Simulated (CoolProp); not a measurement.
Saturation properties of CH3F (R41) (Tc = 317.3 K, pc = 59.06 bar, ω = 0.200).

Model: reference Helmholtz-energy equation of state, Lemmon 2006, in CoolProp. It is a short technical equation, of lower accuracy than the large ones.

| T (K) | p (bar) | liquid density (kg/m³) | vapour density (kg/m³) | surface tension (mN/m) |
|---|---|---|---|---|
| 248.1 | ___ | 755.3 | 19.32 | 7.61 |
| 253.7 | 11.58 | 739.6 | 23.19 | 6.86 |
| 259.3 | 13.75 | ___ | ___ | ___ |
| 264.9 | 16.20 | 706.0 | 33.03 | 5.39 |
| 270.6 | 19.03 | 687.4 | 39.37 | 4.67 |
| 276.2 | ___ | 668.0 | 46.75 | 3.99 |
| 281.8 | 25.63 | 647.2 | 55.53 | 3.32 |
| 287.4 | 29.53 | 624.6 | 66.11 | 2.68 |
| 293 | 33.85 | 599.7 | 79.11 | 2.07 |

Question: Some entries are withheld; supply them.

Answer: 
- 248.1, p (bar): 9.678
- 259.3, liquid density (kg/m³): 723.2
- 259.3, vapour density (kg/m³): 27.72
- 259.3, surface tension (mN/m): 6.12
- 276.2, p (bar): 22.14

It boils at 194.8 K under 1 atm.

Surface tension comes from a separate correlation (Mulero 2012).
